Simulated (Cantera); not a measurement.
Feed: 1 mol Si, a varied amount of F₂, 0.2 mol N₂, equilibrated at 748.15 K and 180 Torr.

These are equilibrium values from Cantera (NASA tables, ideal gas, pure condensed phases), not measurements of a reactor. Candidate condensed phases: Si, Si₃N₄; 16 gas species. N₂ is the only nitrogen source here; it is nearly inert below about 1500 K, so the nitride shown seldom forms there in practice. Rates play no part.

Q: Which condensed phases are stable at each of these points (n(F₂) (mol)): 1.2, 2.4, 3.6, 4.8, 6, 7.1, 8.3?

A: 
```csv
n(F₂) (mol),condensed phases,Si condensed (%)
1.2,Si(s) + Si₃N₄(s),40.0
2.4,gas only,0.0
3.6,gas only,0.0
4.8,gas only,0.0
6,gas only,0.0
7.1,gas only,0.0
8.3,gas only,0.0
```

At 1.2 mol F₂ the condensed part is Si(s) + Si₃N₄(s). From 2.4 mol F₂ to 8.3 mol F₂ nothing is condensed.
